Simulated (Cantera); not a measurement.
An isothermal, constant-pressure homogeneous reactor starts with H2 : O2 : N2 = 0.01 : 1 : 0.025 (molar parts), equivalence ratio 0.0050, at 923 K and 20.0 Torr.

Detailed kinetics in Cantera: GRI-Mech 3.0 (53 species, 325 reactions). Radical loss at walls, strong at low pressure, is not modelled. Below about 950 K walls govern HO2 and H2O2 in real vessels.

x: mole fraction; the columns are a selection and need not sum to one.

```tsv
t (s)	x H2	x O2	x HO2	x OH	x H	x H2O
3.00e-6	0.00966	0.966	<1e-12	<1e-12	<1e-12	<1e-12
1.70e-5	0.00966	0.966	<1e-12	<1e-12	<1e-12	<1e-12
9.59e-5	0.00966	0.966	1.80e-12	<1e-12	1.24e-12	<1e-12
0.000542	0.00966	0.966	1.07e-11	6.82e-12	4.29e-12	5.13e-12
0.00306	0.00966	0.966	1.03e-10	2.66e-10	1.14e-10	6.82e-10
0.0173	0.00541	0.964	9.75e-6	…	0.000667	0.00362
0.0979	2.70e-5	0.966	1.22e-6	…	2.97e-6	0.00966
0.554	1.50e-6	0.966	1.67e-7	…	3.03e-8	0.00970
3.13	6.44e-8	0.966	1.55e-8	…	4.12e-10	0.00971
17.7	8.67e-10	0.966	1.60e-9	…	1.12e-11	0.00971
100	3.42e-11	0.966	2.32e-10	…	<1e-12	0.00971
```

**Question.** What belongs in the gaps?

**Answer.** 
- 0.0173, x OH: 0.000600
- 0.0979, x OH: 3.86e-5
- 0.554, x OH: 7.91e-6
- 3.13, x OH: 1.94e-6
- 17.7, x OH: 5.87e-7
- 100, x OH: 2.13e-7
